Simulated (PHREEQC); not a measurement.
Dissolve 0.013 mol CaSO4, 0.24 mol Na2SO4 and 5.1e-07 mol H4SiO4 per kg of water at 25 °C. Closed to the air; pH follows from the charge balance.

The numbers come from PHREEQC with the ion-association model, wateq4f.dat.

| quantity | before | after |
|---|---|---|
| pH | 7.29 | 7.06 |
| ionic strength (mol/kgw) | 0.600 | 0.0356 |
| SO4-2 (mol/kgw) | 0.174 | 0.00890 |
| HSO4- (mol/kgw) | 2.52e-7 | 4.56e-8 |
| H3SiO4- (mol/kgw) | 2.64e-9 | 1.04e-9 |
| SI of Quartz (SiO2) | -2.24 | -2.31 |

**Question.** Which change was made?
A. 0.016 mol/kgw Cd(NO3)2 added
B. CaSO4 replaced by FeSO4 at the same molality
C. Na2SO4 left out
D. H4SiO4 replaced by (NH4)2SiF6 at the same molality
E. CaSO4 replaced by Ag2SO4 at the same molality

**Answer.** C, Na2SO4 left out

This is a speciation only: nothing precipitates in the calculation. Some of these states are supersaturated (in Gypsum, for instance).
